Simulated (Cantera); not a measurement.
Mixture: H2 : O2 : N2 : NO = 1 : 0.263 : 1.08 : 0.0033 (molar parts), at 9.80 bar, adiabatic and at constant volume. Ignition delay is the time to a rise of 400 K.

Computed with Cantera and GRI-Mech 3.0 (53 species, 325 reactions). The hydrogen kinetics of GRI-Mech 3.0 are dated; newer H2 mechanisms differ, most at raised pressure. The mechanism lacks 2 NO + O2 → 2 NO2 and HONO, so NO2 and the effect of NO are under-described below about 1400 K.

What does this change do: constant pressure in place of constant volume?


```tsv
quantity	before	after
delay at 1048 K	0.154 ms	0.171 ms
delay at 1148 K	35.7 µs	37.5 µs
delay at 1248 K	8.82 µs	9.13 µs
delay at 1348 K	3.47 µs	3.62 µs
delay at 1448 K	1.98 µs	2.08 µs
delay at 1548 K	1.33 µs	1.41 µs
delay at 1648 K	0.978 µs	1.05 µs
apparent activation energy between 1448 and 1648 K	70 kJ/mol	68 kJ/mol
```

What does this change do: pressure from 9.80 bar to 17.0 bar?


| quantity | before | after |
|---|---|---|
| delay at 1048 K | 0.154 ms | 0.201 ms |
| delay at 1148 K | 35.7 µs | 51.3 µs |
| delay at 1248 K | 8.82 µs | 12.0 µs |
| delay at 1348 K | 3.47 µs | 3.15 µs |
| delay at 1448 K | 1.98 µs | 1.37 µs |
| delay at 1548 K | 1.33 µs | 0.829 µs |
| delay at 1648 K | 0.978 µs | 0.578 µs |
| apparent activation energy between 1448 and 1648 K | 70 kJ/mol | 86 kJ/mol |
The pressure lies above the range GRI-Mech 3.0 was tuned for (to about 10 atm).
